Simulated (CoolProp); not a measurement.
Vapour-liquid equilibrium of dimethyl ether (1) + n-butane (2) at -40.85 °C; x and y are mole fractions of (1).

Values from CoolProp's multi-fluid Helmholtz-energy mixture model, Wu 2011 and Bücker 2006; pair parameters Bell 2016.

Give the bubble pressure and the first vapour's composition at x = 0.05, 0.875, 0.95. Is there an azeotrope?

x = 0.05: 19.62 kPa, y = 0.221; x = 0.875: 45.84 kPa, y = 0.920; x = 0.95: 46.95 kPa, y = 0.965. No azeotrope shows between x = 0.05 and 0.95.

Pair parameters are fitted to limited data, so mixtures are less certain than the pure fluids.
